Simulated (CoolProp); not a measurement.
A single-stage vapour-compression cycle with R245fa: evaporating at 318.15 K (dew point), condensing at 356.15 K (bubble point), superheat 10 K, subcooling 2 K, compressor efficiency 0.7, no pressure losses. Each further row changes one setting.

Values from CoolProp's reference Helmholtz-energy equation of state, Akasaka 2015.

```
case                              cooling COP  pressure ratio  discharge temperature (K)  refrigerating effect (kJ/kg)  volumetric capacity (kJ/m³)
--------------------------------  -----------  --------------  -------------------------  ----------------------------  ---------------------------
as stated                                4.86            2.89                      366.3                           138                         2160
evaporating temperature 323.15 K         5.84            2.47                      366.0                           141                         2580
condensing temperature 351.15 K          5.79            2.55                      361.5                           145                         2270
subcooling 7 K                           5.12            2.89                      366.3                           145                         2270
superheat 20 K                           4.98            2.89                      376.1                           147                         2220
compressor efficiency 0.6                4.17            2.89                      370.4                           138                         2160
```
